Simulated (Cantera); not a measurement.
Cantera run:

```python
import numpy as np
import cantera as ct

gas_names = """
    CL CL2 H HCL H2 Si SiCL SiCL2 SiCL3 SiCL4 SiH SiHCL3 SiH2 SiH2CL2 SiH3 SiH3CL SiH4 Si2 Si3
""".split()
cond_names = """
    Si(cr) Si(L)
""".split()


def load(file, names, dense=False):
    # The tables refer to 1 bar. Condensed volumes are neglected.
    table = {s.name: s for s in ct.Species.list_from_file(file)}
    out = []
    for n in names:
        d = dict(table[n].input_data)
        d["thermo"] = dict(d["thermo"], **{"reference-pressure": 1e5})
        if dense:
            d["equation-of-state"] = {"model": "constant-volume", "density": "1e6 g/cm^3"}
        out.append(ct.Species.from_dict(d))
    return out


gas = ct.Solution(thermo="ideal-gas", species=load("nasa_gas.yaml", gas_names))
cond = {s.name: ct.Solution(thermo="fixed-stoichiometry", species=[s], name=s.name)
        for s in load("nasa_condensed.yaml", cond_names, dense=True)}
atoms = {
    'Si': {'Si': 1},
    'HCl': {'H': 1, 'CL': 1},
    'H2': {'H': 2},
}
top_T = {}  # K; cautious upper limits of use, not melting points


def equilibrate(T, P, feed):
    n = {}
    for name, mol in feed.items():
        for a, k in atoms[name].items():
            n[a] = n.get(a, 0.0) + k * mol
    gas.TPX = T, P, n
    mass = sum(n.values()) * gas.mean_molecular_weight
    gas.equilibrate("TP")
    valid = [c for c in cond.values() if c.min_temp <= T <= top_T.get(c.name, c.max_temp)]
    mix = ct.Mixture([(gas, mass / gas.mean_molecular_weight)] + [(c, 0.0) for c in valid])
    mix.T, mix.P = T, P
    mix.equilibrate("TP", solver="vcs", rtol=1e-11, max_steps=5000)
    return mix


results = []
feed = {'Si': 1, 'HCl': 0.23, 'H2': 2.7}  # mol
P = 810000  # Pa
for T in [1173, 1223, 1273, 1323, 1373, 1423, 1473, 1523, 1573, 1623]:
    mix = equilibrate(T, P, feed)
    results.append((T, P, feed, dict(zip(mix.species_names, mix.species_moles))))

top = {s: max(r[3][s] / sum(r[3][g] for g in gas_names) for r in results) for s in gas_names}
cols = sorted((s for s in top if top[s] > 1e-05), key=lambda s: -top[s])[:7]
seen = [c for c in cond_names if any(r[3].get(c, 0) > 1e-12 for r in results)]
print("log10 of partial pressures in bar; condensed amounts in mol")
print(f"{'T/K':>10s}" + "".join(f"{s[:9]:>10s}" for s in cols + seen))
for T, P, feed, n in results:
    ng = sum(n[g] for g in gas_names)
    print(f"{T:10.4g}" + "".join(f"{np.log10(max(n[s] / ng * P / 1e5, 1e-99)):10.3f}" for s in cols)
          + "".join(f"{n.get(c, 0):10.4g}" for c in seen))
```

Result:

```
log10 of partial pressures in bar; condensed amounts in mol
       T/K        H2       HCL    SiHCL3     SiCL2     SiCL4   SiH2CL2     SiCL3    Si(cr)
      1173     0.893    -1.002    -1.027    -2.540    -1.290    -1.657    -2.412    0.9379
      1223     0.892    -0.885    -1.063    -2.277    -1.330    -1.671    -2.254    0.9408
      1273     0.891    -0.782    -1.108    -2.043    -1.383    -1.693    -2.121     0.944
      1323     0.889    -0.692    -1.166    -1.837    -1.453    -1.723    -2.014    0.9473
      1373     0.888    -0.616    -1.239    -1.660    -1.543    -1.764    -1.934    0.9505
      1423     0.886    -0.552    -1.328    -1.511    -1.656    -1.817    -1.882    0.9536
      1473     0.884    -0.501    -1.435    -1.388    -1.793    -1.882    -1.857    0.9562
      1523     0.883    -0.461    -1.560    -1.290    -1.954    -1.959    -1.860    0.9583
      1573     0.882    -0.432    -1.700    -1.215    -2.136    -2.047    -1.886    0.9599
      1623     0.881    -0.411    -1.852    -1.159    -2.334    -2.143    -1.931     0.961
```

Cantera equilibrium calculation (NASA polynomials, part measured and part estimated; ideal gas, pure solids and liquids). The tables' values for SiCl3 are old estimates; treat these amounts as uncertain.
